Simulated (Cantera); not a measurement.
Mixture: 9.04 % H2, 9.58 % O2, 81.4 % N2, equivalence ratio 0.47, at 3.30 bar, adiabatic and at constant volume. Ignition delay is the time to a rise of 400 K.

Model: the H2/O2 subset of GRI-Mech 3.0, which has no nitrogen chemistry, integrated in Cantera. The hydrogen kinetics of GRI-Mech 3.0 are dated; newer H2 mechanisms differ, most at raised pressure. Where the delays flatten at high temperature, the 400 K rule measures the pace of heat release, not the induction time.

**Question.** Predict: delay at 1200 K; delay at 1350 K; delay at 1500 K; delay at 1650 K.

**Answer.** 
- delay at 1200 K = 35.6 µs
- delay at 1350 K = 16.3 µs
- delay at 1500 K = 11.4 µs
- delay at 1650 K = 10.3 µs
